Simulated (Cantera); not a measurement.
Input: 1 mol B, a varied amount of H2O, equilibrated at 923 K and 3.68 Torr.

Cantera equilibrium calculation (NASA polynomials, part measured and part estimated; ideal gas, pure solids and liquids). Candidate condensed phases: B, B2O3, B3O3H3, H2O; 23 gas species. Gases not in the tables: H3BO3. Equilibrium is a limit: real reactors are often held back by kinetics, nucleation or transport.

Problem. Which condensed phases are stable at each of these points (n(H2O) (mol)): 0.52, 0.59, 0.67, 0.77, 0.88, 1, 1.1, 1.3, 1.5, 1.7, 1.9, 2.2, 2.5?

Solution. 
```
n(H2O) (mol)  condensed phases  B condensed (%)
------------  ----------------  ---------------
0.52            B(s) + B2O3(l)             99.9
0.59            B(s) + B2O3(l)             99.9
0.67            B(s) + B2O3(l)             99.9
0.77            B(s) + B2O3(l)             99.9
0.88            B(s) + B2O3(l)             99.9
1               B(s) + B2O3(l)             99.9
1.1             B(s) + B2O3(l)             99.9
1.3             B(s) + B2O3(l)             99.8
1.5                    B2O3(l)            100.0
1.7                    B2O3(l)             99.9
1.9                    B2O3(l)             99.8
2.2                    B2O3(l)             99.6
2.5                    B2O3(l)             99.4
```

From 0.52 mol H2O to 1.3 mol H2O the condensed part is B(s) + B2O3(l). From 1.5 mol H2O to 2.5 mol H2O the condensed part is B2O3(l).
